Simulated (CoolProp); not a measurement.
Computed with CoolProp (reference Helmholtz-energy equation of state, Pan 2012).

Task: Give the vapour pressure (MPa), vapour density (kg/m³), enthalpy of vaporisation (kJ/kg), liquid cp (kJ/(kg K)) of saturated R236FA at 207, 242.4 K.

Result: 
```
T (K)  p (MPa)  vapour density (kg/m³)  enthalpy of vaporisation (kJ/kg)  liquid cp (kJ/(kg K))
-----  -------  ----------------------  --------------------------------  ---------------------
207    0.00232                   0.206                               191                   1.17
242.4   0.0250                    1.92                               174                   1.17
```
